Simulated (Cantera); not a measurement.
Input (Python, Cantera) and output of one run.

```python
import numpy as np
import cantera as ct

gas_names = """
    H H2 H2S N NH NH2 NH3 N2 N2H2 N2H4 Ni NiS S SH SN S2 S8
""".split()
cond_names = """
    Ni(cr) Ni(L) NiS(b) NiS(a) NiS(L) NiS2(s) NiS2(L) Ni3S2(I) Ni3S2(II) Ni3S2(L) Ni3S4(s) S(cr1) S(cr2)
    S(L)
""".split()


# ... load() reads the species with a 1 bar reference pressure and builds the phases ...
atoms = {
    'NiS': {'Ni': 1, 'S': 1},
    'H2': {'H': 2},
    'N2': {'N': 2},
}
top_T = {'Ni3S4(s)': 620}  # K; cautious upper limits of use, not melting points


# ... equilibrate(T, P, feed) seeds the gas with the atoms and calls Mixture.equilibrate('TP', solver="vcs", rtol=1e-11, max_steps=5000) ...
results = []
feed = {'NiS': 1, 'H2': 960, 'N2': 1.1}  # mol
T = 1673  # K
for P in [10, 100, 1000, 10000, 100000, 1000000]:
    mix = equilibrate(T, P, feed)
    results.append((T, P, feed, dict(zip(mix.species_names, mix.species_moles))))

top = {s: max(r[3][s] / sum(r[3][g] for g in gas_names) for r in results) for s in gas_names}
cols = sorted((s for s in top if top[s] > 1e-05), key=lambda s: -top[s])[:5]
seen = [c for c in cond_names if any(r[3].get(c, 0) > 1e-12 for r in results)]
print("log10 of partial pressures in bar; condensed amounts in mol")
print(f"{'P/Pa':>10s}" + "".join(f"{s[:9]:>10s}" for s in cols + seen))
for T, P, feed, n in results:
    ng = sum(n[g] for g in gas_names)
    print(f"{P:10.4g}" + "".join(f"{np.log10(max(n[s] / ng * P / 1e5, 1e-99)):10.3f}" for s in cols)
          + "".join(f"{n.get(c, 0):10.4g}" for c in seen))
```

It prints:

```
log10 of partial pressures in bar; condensed amounts in mol
      P/Pa        H2         H        N2       H2S        Ni    Ni(cr)
        10    -4.006    -5.947    -6.945    -7.731    -6.989         0
       100    -3.003    -5.445    -5.943    -6.303    -5.992         0
      1000    -2.002    -4.944    -4.942    -5.081    -5.778    0.8344
     1e+04    -1.001    -4.444    -3.942    -4.010    -5.778    0.9834
     1e+05    -0.001    -3.944    -2.942    -2.991    -5.778    0.9983
     1e+06     0.999    -3.444    -1.944    -1.985    -5.778    0.9998
```

Method: chemical equilibrium by Gibbs-energy minimisation in Cantera with the NASA 1993 tables (ideal gas, pure condensed phases).
